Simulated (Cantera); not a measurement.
Mixture: CH4 : O2 : N2 = 1 : 1.54 : 10.5 (molar parts), equivalence ratio 1.3, at 390 Torr, adiabatic and at constant pressure. Ignition delay is the time to a rise of 400 K.

Computed with Cantera and GRI-Mech 3.0 (53 species, 325 reactions).

**Question.** What does this change do: pressure from 390 Torr to 21000 Torr?

**Answer.** 
| quantity | before | after |
|---|---|---|
| delay at 1075 K | 1.16 s | 14.1 ms |
| delay at 1125 K | 0.512 s | 7.05 ms |
| delay at 1175 K | 0.236 s | 3.77 ms |
| delay at 1225 K | 0.113 s | 2.12 ms |
| delay at 1275 K | 55.6 ms | 1.24 ms |
| delay at 1325 K | 28.4 ms | 0.748 ms |
| apparent activation energy between 1225 and 1325 K | 190 kJ/mol | 140 kJ/mol |
The pressure lies above the range GRI-Mech 3.0 was tuned for (to about 10 atm).
